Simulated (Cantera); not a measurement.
A perfectly stirred reactor is fed with 3.70 % CH4, 96.3 % H2, at 0.0276 atm; it is held at 1425 K, and followed from long to short residence time.

Model: GRI-Mech 3.0 (53 species, 325 reactions), integrated in Cantera. GRI-Mech 3.0 stops at C3 and has no aromatics, soot or wall deposition, so with more carbon than oxygen in the feed, carbon stays in small species such as C2H2 where larger ones or solid carbon would form. Radical loss at walls, strong at low pressure, is not modelled.

Task: Predict: x(CH4) at τ = 19.0 s; x(H2) at τ = 19.0 s; x(C2H6) at τ = 19.0 s; x(C2H4) at τ = 19.0 s; x(CH4) at τ = 0.100 s; x(H2) at τ = 0.100 s; x(C2H6) at τ = 0.100 s; x(C2H4) at τ = 0.100 s.

Result: 
```
Quantity                 Result
----------------------  -------
x(CH4) at τ = 19.0 s     0.0340
x(H2) at τ = 19.0 s       0.964
x(C2H6) at τ = 19.0 s   9.30e-7
x(C2H4) at τ = 19.0 s   4.19e-5
x(CH4) at τ = 0.100 s    0.0370
x(H2) at τ = 0.100 s      0.963
x(C2H6) at τ = 0.100 s  2.16e-7
x(C2H4) at τ = 0.100 s  8.51e-7
```
